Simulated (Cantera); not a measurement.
## V + N₂ + H₂ (tantalum, niobium, vanadium and zirconium in process gases)

Feed: 1 mol V, 0.71 mol N₂, 30 mol H₂, equilibrated at 240000 Pa.

Equilibrium computed with Cantera from the NASA thermochemical tables; the gas is ideal and each condensed phase is pure. Candidate condensed phases: V, VN; 11 gas species. Mutual solubility and eutectic melting of coexisting phases are not modelled. VN: taken at fixed stoichiometry. Condensed phases not in the tables: V₂N, N, O or C dissolved in the metal. Kinetics and transport are ignored.

```json
[
 {"T (K)": "2050", "log p H₂": "0.38", "log p N₂": "-1.78", "log p H": "-2.46", "log p V": "-5.65", "log p NH₃": "-5.06", "log p NH₂": "-7.33", "log p VN": "-9.34", "log p NH": "-8.75", "n VN(s)": "1.000", "n V(l)": "0"},
 {"T (K)": "2100", "log p H₂": "0.38", "log p N₂": "-1.78", "log p H": "-2.32", "log p V": "-5.22", "log p NH₃": "-5.09", "log p NH₂": "-7.22", "log p VN": "-8.91", "log p NH": "-8.54", "n VN(s)": "1.000", "n V(l)": "0"},
 {"T (K)": "2150", "log p H₂": "0.38", "log p N₂": "-1.78", "log p H": "-2.19", "log p V": "-4.81", "log p NH₃": "-5.12", "log p NH₂": "-7.11", "log p VN": "-8.50", "log p NH": "-8.33", "n VN(s)": "1.000", "n V(l)": "0"},
 {"T (K)": "2200", "log p H₂": "0.38", "log p N₂": "-1.72", "log p H": "-2.06", "log p V": "-4.45", "log p NH₃": "-5.13", "log p NH₂": "-6.98", "log p VN": "-8.11", "log p NH": "-8.11", "n VN(s)": "0.941", "n V(l)": "0.0590"},
 {"T (K)": "2250", "log p H₂": "0.37", "log p N₂": "-1.48", "log p H": "-1.94", "log p V": "-4.20", "log p NH₃": "-5.04", "log p NH₂": "-6.77", "log p VN": "-7.74", "log p NH": "-7.80", "n VN(s)": "0.578", "n V(l)": "0.421"},
 {"T (K)": "2300", "log p H₂": "0.37", "log p N₂": "-1.26", "log p H": "-1.83", "log p V": "-3.96", "log p NH₃": "-4.96", "log p NH₂": "-6.57", "log p VN": "-7.39", "log p NH": "-7.51", "n VN(s)": "0", "n V(l)": "0.999"},
 {"T (K)": "2350", "log p H₂": "0.37", "log p N₂": "-1.26", "log p H": "-1.72", "log p V": "-3.73", "log p NH₃": "-4.99", "log p NH₂": "-6.48", "log p VN": "-7.16", "log p NH": "-7.34", "n VN(s)": "0", "n V(l)": "0.998"}
]
```
log p: log10 of the partial pressure in bar; n: condensed amount in mol.

From 2050 K to 2150 K the condensed part is VN(s). From 2200 K to 2250 K the condensed part is V(l) + VN(s). From 2300 K to 2350 K the condensed part is V(l). The main V-bearing gas is V throughout.
